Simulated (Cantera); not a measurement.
**Hydrocarbon pyrolysis for carbon deposition**

A perfectly stirred reactor is fed with C₂H₆ : N₂ = 0.2 : 43 (molar parts), at 0.987 atm; it is held at 1125 K, and followed from long to short residence time.

Model: GRI-Mech 3.0 (53 species, 325 reactions), integrated in Cantera. GRI-Mech 3.0 stops at C3 and has no aromatics, soot or wall deposition, so with more carbon than oxygen in the feed, carbon stays in small species such as C2H2 where larger ones or solid carbon would form.

```tsv
τ (s)	x C₂H₆	x CH₃	x H₂	x CH₄	x C₂H₄	x HCN	x H
0.41	0.00114	7.09e-7	0.00398	0.000254	0.00259	1.13e-11	2.78e-7
0.22	0.00172	9.34e-7	0.00312	0.000189	0.00239	1.23e-11	2.85e-7
0.11	0.00253	1.22e-6	0.00213	0.000119	0.00185	1.28e-11	2.76e-7
0.059	0.00326	1.44e-6	0.00135	6.92e-5	0.00126	1.25e-11	2.58e-7
0.031	0.00384	1.58e-6	0.000762	3.62e-5	0.000743	1.18e-11	2.39e-7
0.016	0.00422	1.61e-6	0.000395	1.76e-5	0.000394	1.04e-11	2.20e-7
0.0083	0.00443	1.52e-6	0.000194	8.18e-6	0.000195	8.31e-12	1.98e-7
0.0043	0.00454	1.30e-6	8.72e-5	3.50e-6	8.83e-5	5.36e-12	1.68e-7
0.0022	0.00459	9.74e-7	3.31e-5	1.30e-6	3.35e-5	2.22e-12	1.23e-7
0.0012	0.00462	6.71e-7	1.10e-5	4.78e-7	1.11e-5	<1e-12	7.46e-8
```
x: mole fraction; the columns are a selection and need not sum to one.
